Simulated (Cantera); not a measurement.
A freely propagating, adiabatic, planar premixed flame of H₂ : O₂ : N₂ = 0.76 : 0.179 : 0.571 (molar parts), unburnt at 550 K and 100000 Pa; mixture-averaged transport, grid criteria slope 0.08 and curve 0.16, no radiation.

Computed with Cantera and the H2/O2 subset of GRI-Mech 3.0, which has no nitrogen chemistry. Burning velocities carry a grid error of a few per cent, more on coarse grids.

x: mole fraction of selected species; z is measured from the peak of heat release.

| z (mm) | T (K) | u (m/s) | x H₂ | x O₂ | x OH | x H₂O₂ | x HO₂ | x O |
|---|---|---|---|---|---|---|---|---|
| -1.30 | 550 | 8.55 | 0.503 | 0.119 | <1e-8 | <1e-8 | <1e-8 | <1e-8 |
| -0.864 | 550 | 8.55 | 0.503 | 0.119 | <1e-8 | <1e-8 | <1e-8 | <1e-8 |
| -0.648 | 550 | 8.55 | 0.503 | 0.119 | <1e-8 | <1e-8 | <1e-8 | <1e-8 |
| -0.432 | 550 | 8.55 | 0.503 | 0.119 | <1e-8 | <1e-8 | 5.32e-7 | <1e-8 |
| -0.216 | 574 | 8.88 | 0.500 | 0.119 | 8.14e-5 | 4.47e-6 | 0.000267 | (withheld) |
| -0.108 | 814 | 12.3 | 0.466 | 0.112 | 0.000677 | 1.18e-5 | 0.000173 | (withheld) |
| 0 | 1236 | 18.1 | 0.357 | 0.0715 | 0.00235 | 1.94e-6 | 6.93e-5 | 0.00334 |
| 0.108 | 1514 | 22.0 | 0.263 | 0.0175 | 0.00421 | 9.50e-7 | 1.66e-5 | 0.00338 |
| 0.216 | 1632 | 23.6 | 0.243 | 0.00317 | 0.00457 | 5.76e-7 | 2.87e-6 | (withheld) |
| 0.432 | 1747 | 25.1 | 0.248 | 0.000687 | 0.00502 | 3.77e-7 | 6.28e-7 | (withheld) |
| 0.864 | 1868 | 26.6 | 0.259 | 0.000453 | 0.00518 | 2.23e-7 | 4.10e-7 | (withheld) |
| 1.73 | 1988 | 28.0 | 0.269 | 0.000287 | 0.00485 | 1.19e-7 | 2.68e-7 | (withheld) |
| 3.45 | 2095 | 29.3 | 0.279 | 0.000155 | 0.00406 | 6.14e-8 | 1.58e-7 | (withheld) |

Task: What belongs in the gaps?

Result: 
- -0.216, x O: 1.24e-5
- -0.108, x O: 0.000329
- 0.216, x O: 0.00189
- 0.432, x O: 0.00139
- 0.864, x O: 0.00106
- 1.73, x O: 0.000694
- 3.45, x O: 0.000386
